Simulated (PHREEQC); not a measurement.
1 kg of water holding 0.073 mol/kgw KCl and 0.13 mol/kgw CaCl2 is evaporated at 90 °C; the solids stay in contact with the brine. The system is closed to CO2. Only these solids could form: Portlandite, Sylvite.

Base run: PHREEQC, Pitzer model, pitzer.dat. Each further column changes one thing. The table gives water activity.

| H2O removed (mol) | base | temperature from 90 to 25 °C | temperature from 90 to 75 °C |
|---|---|---|---|
| 0 | 0.992 | 0.992 | 0.992 |
| 24.69 | 0.985 | 0.985 | 0.985 |
| 34.69 | 0.978 | 0.977 | 0.978 |
| 43.95 | 0.958 | 0.957 | 0.958 |
| 47.7 | 0.935 | 0.932 | 0.934 |
| 51.17 | 0.867 | 0.857 | 0.864 |
| 52.58 | 0.783 | 0.761 | 0.777 |
| 53.88 | 0.578 | 0.541 | 0.560 |

Constants without temperature data keep their 25 °C values here.
